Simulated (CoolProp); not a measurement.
A single-stage vapour-compression cycle with R410A: evaporating at 251.15 K (dew point), condensing at 300.15 K (bubble point), superheat 2 K, subcooling 2 K, compressor efficiency 0.75, no pressure losses. Each further row changes one setting.

Values from CoolProp's reference Helmholtz-energy equation of state, Lemmon 2003. It is a pseudo-pure fit of the blend.

```json
[
 {"case": "as stated", "cooling COP": "2.97", "pressure ratio": "4.72", "discharge temperature (K)": "339.7", "refrigerating effect (kJ/kg)": "175", "volumetric capacity (kJ/m³)": "2480"},
 {"case": "evaporating temperature 256.15 K", "cooling COP": "3.45", "pressure ratio": "3.91", "discharge temperature (K)": "334.8", "refrigerating effect (kJ/kg)": "…", "volumetric capacity (kJ/m³)": "3010"},
 {"case": "condensing temperature 295.15 K", "cooling COP": "3.43", "pressure ratio": "4.13", "discharge temperature (K)": "331.7", "refrigerating effect (kJ/kg)": "184", "volumetric capacity (kJ/m³)": "2600"},
 {"case": "subcooling 7 K", "cooling COP": "3.11", "pressure ratio": "4.72", "discharge temperature (K)": "339.7", "refrigerating effect (kJ/kg)": "184", "volumetric capacity (kJ/m³)": "2600"},
 {"case": "superheat 12 K", "cooling COP": "…", "pressure ratio": "4.72", "discharge temperature (K)": "351.6", "refrigerating effect (kJ/kg)": "185", "volumetric capacity (kJ/m³)": "…"},
 {"case": "compressor efficiency 0.65", "cooling COP": "2.58", "pressure ratio": "4.72", "discharge temperature (K)": "348.1", "refrigerating effect (kJ/kg)": "175", "volumetric capacity (kJ/m³)": "2480"}
]
```

### Question
Some entries are withheld; supply them.

### Answer

- evaporating temperature 256.15 K, refrigerating effect (kJ/kg): 178
- superheat 12 K, cooling COP: 2.95
- superheat 12 K, volumetric capacity (kJ/m³): 2470
